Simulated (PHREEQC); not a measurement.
Consider water at 25 °C with 3.6 mmol/kgw LiOH and 8 mmol/kgw NH4BF4. Closed to the air; pH follows from the charge balance.

The numbers come from PHREEQC with the ion-association model, wateq4f.dat.

No solid was allowed to form.

Task: What pH does the model give?

Result: pH 3.50.

Task: In which forms is F present?

Result: BF4- 65 %, F- 17 %, BF3OH- 7.9 %, HF 7.0 %, BF2(OH)2- 3.2 % of the F.

Species that the database lacks are ignored. Real BF4- forms and hydrolyses slowly; the run takes it at equilibrium.
